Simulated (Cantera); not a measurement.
Feed: 1 mol Si(CH3)4, 0.012 mol CH4, 660 mol H2, 0.069 mol C2H2, at 702 °C and 65.3 Torr.

Equilibrium computed with Cantera from the NASA thermochemical tables; the gas is ideal and each condensed phase is pure. Candidate condensed phases: C, C6H6, C7H8, C8H18, Si, SiC; 87 gas species. Equilibrium is a limit: real reactors are often held back by kinetics, nucleation or transport.

Base state: H2 0.995, CH4 0.00475 (mole fractions); condensed: SiC(s).

Q: What changes in the equilibrium state with this change: Si(CH3)4 replaced by SiH4?

A: 
```tsv
species	before	after
H2	0.995	1.000
CH4	0.00475	3.40e-6
SiC(s), mol	1.00	0.148
Si(s), mol	0	0.852
```

Q: What changes in the equilibrium state with this change: Si(CH3)4 replaced by (CH3)2SiCl2?

A: 
```tsv
species	before	after
H2	0.995	0.995
HCl	0	0.00302
CH4	0.00475	0.00174
SiC(s), mol	1.00	1.000
```
The feed counts by its element totals alone.
